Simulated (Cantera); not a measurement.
Feed: 1 mol PbF₂, 0.018 mol HF, 18 mol N₂, at 0.620 Pa.

Equilibrium computed with Cantera from the NASA thermochemical tables; the gas is ideal and each condensed phase is pure. Candidate condensed phases: Pb, PbF₂; 26 gas species. Kinetics and transport are ignored.

**Question.** At 1625 °C, list the 4 most abundant gas species with their mole fractions, and the condensed phases.

**Answer.** N₂ 0.860, F 0.0912, Pb 0.0442, PbF 0.00273. Condensed: gas only.
